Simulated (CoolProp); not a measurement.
The fluid at 293.15 K and 1.68 MPa is throttled through a valve to 0.505 MPa with no heat exchange. The same conditions are run with several fluids, on thermodynamics alone (safety and materials aside).

The numbers come from the reference Helmholtz-energy equation of state of each fluid (C2F6 (R116): Lemmon 2006; hydrogen chloride: Thol 2018; carbon dioxide: Span 1996; oxygen: Schmidt 1985; CF4 (R14): Platzer 1990) in CoolProp. The equations of Platzer and Polt are older, rougher fits.

Task: Rank C2F6 (R116), hydrogen chloride, carbon dioxide, oxygen, CF4 (R14) by temperature change (K), highest first.

Result: oxygen (-3.2), CF4 (R14) (-6.9), C2F6 (R116) (-13.0), carbon dioxide (-14.4), hydrogen chloride (-20.4)

```
fluid              final density (kg/m³)
-----------------  ---------------------
C2F6 (R116)                         32.1
hydrogen chloride                   8.47
carbon dioxide                      9.91
oxygen                              6.73
CF4 (R14)                           19.1
```
